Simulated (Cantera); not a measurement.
A jet of 3.33 % CH₄, 11.8 % O₂, 84.9 % N₂, equivalence ratio 0.56 at 300 K and 19000 Pa hits a platinum plate 2.1 cm away at a mass flux of 0.19 kg/m²/s; the plate temperature is set and raised in steps from an oxygen-covered start.

Model: Deutschmann's 1995 Pt surface mechanism with GRI-Mech 3.0 gas chemistry, integrated in Cantera. Catalytic surfaces can have several steady states; this one follows from the mechanism file's or the stated starting coverage.

x: mole fraction at the wall; θ: surface coverage.

```tsv
plate T (K)	wall x CH₄	wall x O₂	wall x H₂O	wall x OH	wall x CO	wall x CO₂	θ free Pt	θ O*	θ OH*
950	0.0215	0.0929	0.0220	6.08e-8	1.04e-5	0.0145	0.235	0.763	0.00149
1000	___	___	___	___	1.11e-5	___	___	___	0.00158
1050	___	___	___	___	1.16e-5	___	___	___	0.00156
1100	0.0104	0.0695	0.0423	9.69e-7	1.20e-5	0.0280	0.445	0.553	0.00146
1150	0.00843	0.0654	0.0459	1.98e-6	1.27e-5	0.0304	0.512	0.487	0.00133
1200	0.00700	0.0625	0.0483	3.74e-6	1.38e-5	0.0320	0.575	0.424	0.00119
```

Task: Fill in the missing entries.

Result: 
- 1000, wall x CH₄: 0.0169
- 1000, wall x O₂: 0.0832
- 1000, wall x H₂O: 0.0305
- 1000, wall x OH: 1.74e-7
- 1000, wall x CO₂: 0.0201
- 1000, θ free Pt: 0.305
- 1000, θ O*: 0.693
- 1050, wall x CH₄: 0.0132
- 1050, wall x O₂: 0.0753
- 1050, wall x H₂O: 0.0373
- 1050, wall x OH: 4.33e-7
- 1050, wall x CO₂: 0.0246
- 1050, θ free Pt: 0.376
- 1050, θ O*: 0.622
